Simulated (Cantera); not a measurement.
A diamond (100) surface in a fixed gas of H2 with x(CH4) = 0.0066, x(H) = 0.002, x(CH3) = 0.00098, at 1100 K; coverages are run to steady state.

Computed with Cantera and the Harris–Goodwin 1993 mechanism for the reconstructed diamond (100) surface.

One state of this run: growth (µm/h) = 37.8; θ c6HH = 0.445; θ c6H* = 0.0236; θ c6*H = 0.373; θ c6** = 0.0130; θ c6HM = 0.0950. θ: site fractions in the mechanism's names (c6HH fully hydrogenated, c6H* and c6*H radical sites, c6** diradical, c6HM methylated).

Question: Which value of P (Pa) does it belong to?
A. 5500
B. 3300
C. 730
D. 9100

Answer: D, 9100
